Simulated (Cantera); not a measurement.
Cantera run, input and output.

```python
import numpy as np
import cantera as ct

gas = ct.Solution("gri30.yaml")
gas.TPX = 1375, 101325, {'C3H8': 1, 'H2': 68}
reactor = ct.IdealGasConstPressureReactor(gas, energy="off", clone=False)
net = ct.ReactorNet([reactor])
net.rtol, net.atol = 1e-08, 1e-18
show = ['C3H8', 'H2', 'H', 'C2H2', 'C2H6', 'CH4']
times = np.geomspace(0.0006, 4, 14)

steps = ct.SolutionArray(gas, extra=["t"])
rows = []
print(f"{'t/s':>10s}{'T/K':>9s}{'P/Pa':>11s}" + "".join(f"{s:>11s}" for s in show))
for t in times:
    while net.time < t:
        t_next = net.step()
        steps.append(gas.state, t=t_next)
    rows.append([np.interp(t, steps.t, y) for y in (steps.T, steps.P, *steps(*show).X.T)])
    print(f"{t:10.3e}{rows[-1][0]:9.1f}{rows[-1][1]:11.4g}" + "".join(f"{x:11.3e}" for x in rows[-1][2:]))
rate = np.gradient(steps.T, steps.t)
print("integrator steps:", len(steps.t))
if steps.T.max() > steps.T[0] + 200:
    print(f"time of steepest temperature rise: {steps.t[rate.argmax()]:.4e} s")
gas.TPX = 1375, 101325, {'C3H8': 1, 'H2': 68}
gas.equilibrate("TP")
print(f"equilibrium (TP): T = {gas.T:.1f} K  " + "  ".join(f"{s} {gas[s].X[0]:.3e}" for s in show))
```

Output:

```
       t/s      T/K       P/Pa       C3H8         H2          H       C2H2       C2H6        CH4
 6.000e-04   1375.0  1.013e+05  1.699e-04  9.711e-01  4.414e-05  7.255e-04  2.497e-04  1.494e-02
 1.181e-03   1375.0  1.013e+05  2.655e-05  9.709e-01  2.519e-05  1.051e-03  2.562e-04  1.528e-02
 2.325e-03   1375.0  1.013e+05  2.249e-06  9.708e-01  1.903e-05  1.444e-03  2.514e-04  1.549e-02
 4.577e-03   1375.0  1.013e+05  1.665e-07  9.707e-01  1.786e-05  2.046e-03  2.361e-04  1.577e-02
 9.010e-03   1375.0  1.013e+05  1.236e-07  9.705e-01  1.697e-05  2.969e-03  2.107e-04  1.625e-02
 1.774e-02   1375.0  1.013e+05  1.001e-07  9.701e-01  1.565e-05  4.130e-03  1.771e-04  1.700e-02
 3.492e-02   1375.0  1.013e+05  7.740e-08  9.696e-01  1.406e-05  5.144e-03  1.431e-04  1.809e-02
 6.874e-02   1375.0  1.013e+05  6.247e-08  9.688e-01  1.259e-05  5.521e-03  1.184e-04  1.965e-02
 1.353e-01   1375.0  1.013e+05  5.414e-08  9.676e-01  1.128e-05  5.162e-03  1.020e-04  2.198e-02
 2.664e-01   1375.0  1.013e+05  4.505e-08  9.658e-01  9.765e-06  4.347e-03  8.430e-05  2.541e-02
 5.243e-01   1375.0  1.013e+05  3.212e-08  9.635e-01  7.976e-06  3.263e-03  6.190e-05  2.992e-02
 1.032e+00   1375.0  1.013e+05  1.799e-08  9.610e-01  6.156e-06  2.073e-03  3.803e-05  3.487e-02
 2.032e+00   1375.0  1.013e+05  7.425e-09  9.587e-01  4.627e-06  1.033e-03  1.847e-05  3.918e-02
 4.000e+00   1375.0  1.013e+05  2.411e-09  9.574e-01  3.694e-06  3.888e-04  7.505e-06  4.185e-02
integrator steps: 1218
equilibrium (TP): T = 1375.0 K  C3H8 9.402e-10  H2 9.569e-01  H 3.352e-06  C2H2 1.498e-04  C2H6 3.796e-06  CH4 4.283e-02
```

Computed with Cantera and GRI-Mech 3.0 (53 species, 325 reactions). GRI-Mech 3.0 was tuned for natural gas; its chemistry of propane as a main component is partial and can be far from experiment. GRI-Mech 3.0 stops at C3 and has no aromatics, soot or wall deposition, so with more carbon than oxygen in the feed, carbon stays in small species such as C2H2 where larger ones or solid carbon would form.
